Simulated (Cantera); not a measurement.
An isothermal, constant-pressure homogeneous reactor starts with C2H6 : H2 = 1 : 2 (molar parts), at 1350 K and 18000 Pa. Integrator tolerance rtol = 1e-08.

Cantera simulation using GRI-Mech 3.0 (53 species, 325 reactions); the numbers are that mechanism's predictions, not measurements. GRI-Mech 3.0 stops at C3 and has no aromatics, soot or wall deposition, so with more carbon than oxygen in the feed, carbon stays in small species such as C2H2 where larger ones or solid carbon would form.

Question: What does this change do: pressure from 18000 Pa to 98000 Pa?

Answer: 
```
quantity                                              before                                      after
-----------------  -----------------------------------------  -----------------------------------------
x(C2H6) at 4.00 s    9.56e-5 (gas-phase equilibrium 8.52e-5)  0.000732 (gas-phase equilibrium 0.000563)
x(H2) at 4.00 s          0.715 (gas-phase equilibrium 0.669)        0.550 (gas-phase equilibrium 0.509)
x(CH2) at 4.00 s   1.46e-10 (gas-phase equilibrium 1.14e-10)  8.29e-11 (gas-phase equilibrium 6.16e-11)
x(CH3) at 4.00 s     2.21e-5 (gas-phase equilibrium 2.47e-5)    2.91e-5 (gas-phase equilibrium 2.72e-5)
x(CH4) at 4.00 s         0.114 (gas-phase equilibrium 0.180)        0.343 (gas-phase equilibrium 0.404)
x(C2H2) at 4.00 s        0.144 (gas-phase equilibrium 0.128)      0.0591 (gas-phase equilibrium 0.0491)
```
